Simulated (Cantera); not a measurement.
An isothermal, constant-pressure homogeneous reactor starts with 43.6 % CH4, 52.3 % H2O, 4.18 % H2, at 1473 K and 9.87 atm.

Detailed kinetics in Cantera: GRI-Mech 3.0 (53 species, 325 reactions).

x: mole fraction; the columns are a selection and need not sum to one.

| t (s) | x CH4 | x H2O | x H2 | x CH2 | x CO2 |
|---|---|---|---|---|---|
| 6.00e-6 | 0.436 | 0.523 | 0.0418 | 6.74e-12 | <1e-12 |
| 2.70e-5 | 0.435 | 0.523 | 0.0418 | 7.23e-11 | <1e-12 |
| 0.000121 | 0.435 | 0.523 | 0.0419 | 1.19e-10 | <1e-12 |
| 0.000545 | 0.435 | 0.523 | 0.0423 | 1.65e-10 | 4.89e-11 |
| 0.00245 | 0.431 | 0.522 | 0.0448 | 2.71e-10 | [?] |
| 0.0110 | 0.414 | 0.517 | [?] | 3.12e-10 | [?] |
| 0.0495 | 0.353 | 0.496 | 0.120 | 4.77e-10 | 3.05e-5 |
| 0.222 | 0.252 | 0.459 | 0.219 | 7.19e-10 | 0.000910 |
| 1.00 | 0.245 | 0.419 | 0.257 | 5.44e-10 | 0.00899 |

### Question
What belongs in the gaps?

### Answer

- 0.00245, x CO2: 1.26e-8
- 0.0110, x H2: 0.0597
- 0.0110, x CO2: 9.91e-7
